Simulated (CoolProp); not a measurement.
Model: reference Helmholtz-energy equation of state, Akasaka 2023, in CoolProp.

### Question
For R1224YDZ, give the phase and the Z, cv (kJ/(kg K)), speed of sound (m/s), Joule-Thomson coefficient (K/MPa) at 218 K and 5.56 MPa.

### Answer
- 218 K and 5.56 MPa: liquid; Z 0.290, cv 0.718, speed of sound 962, Joule-Thomson coefficient -0.421
